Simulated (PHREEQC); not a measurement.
PHREEQC input (Pitzer model, pitzer.dat):

```
SOLUTION 1
  temp 25
  units mol/kgw
  pH 7 charge
  Cl 0.02
  Na 0.912
  S(6) 0.22
  C(4) 0.026
END
USE solution 1
INCREMENTAL_REACTIONS false
REACTION 1
  H2O -1
  0 9.886 18.011 24.689 30.178 34.689 38.397 41.444
  43.949 46.007 47.699 49.089 50.232 51.172 51.944 52.578
  53.1 53.528 53.88 54.17 moles
EQUILIBRIUM_PHASES 1
  Burkeite 0 0
  Halite 0 0
  Mirabilite 0 0
  Nahcolite 0 0
  Natron 0 0
  Thenardite 0 0
  Trona 0 0
SELECTED_OUTPUT 1
  -reset false
  -pH true
  -pe true
  -ionic_strength true
  -water true
  -activities H2O
  -totals C Cl Na S
  -molalities H+ Na+ Cl- CO3-2 SO4-2 OH- HCO3- CO2 HSO4-
  -equilibrium_phases Burkeite Halite Mirabilite Nahcolite Natron Thenardite Trona
PRINT
  -reset false
END
```

Selected output (columns that matter, 11 of 20 rows; water left (kg) added in front):

```
water left (kg)	pH	mu	C	Cl	Na	S	m_Na+	m_Cl-	m_CO3-2	m_SO4-2	la_H2O	Burkeite	Halite	Thenardite
1	13.398	1.158	0.026	0.02	0.912	0.22	0.912	0.02	0.025995	0.22	-0.010116	0	0	0
0.675514	13.57	1.7143	0.038489	0.029607	1.3501	0.32568	1.3501	0.029607	0.038485	0.32568	-0.014925	0	0	0
0.456313	13.756	2.5377	0.056978	0.04383	1.9986	0.48212	1.9986	0.04383	0.056975	0.48212	-0.022296	0	0	0
0.30824	13.968	3.7568	0.08435	0.064885	2.9587	0.71373	2.9587	0.064885	0.084347	0.71373	-0.034082	0	0	0
0.208215	14.221	5.5616	0.12487	0.096055	4.3801	1.0566	4.3801	0.096055	0.12487	1.0566	-0.054099	0	0	0
0.140655	14.543	8.2329	0.18485	0.14219	6.484	1.5641	6.484	0.14219	0.18485	1.5641	-0.090705	0	0	0
0.115613	14.711	8.6924	0.22489	0.17299	7.0059	1.4616	7.0059	0.17299	0.22489	1.4616	-0.10788	0	0	0.051015
0.0780853	15.073	8.5274	0.25314	0.25613	7.4779	0.79643	7.4779	0.25613	0.25313	0.79643	-0.1462	0.0062338	0	0.14534
0.0527548	15.561	8.9983	0.05999	0.37911	8.6526	0.28565	8.6526	0.37911	0.05999	0.28565	-0.22326	0.022835	0	0.15926
0.0356396	16.435	11.916	0.0052234	0.56117	11.872	0.038552	11.872	0.56117	0.0052234	0.038552	-0.42322	0.025814	0	0.167
0.0240734	18.032	16.829	0.00013582	0.20913	16.828	0.0013322	16.828	0.20913	0.00013582	0.0013322	-0.89147	0.025997	0.014965	0.16797
```
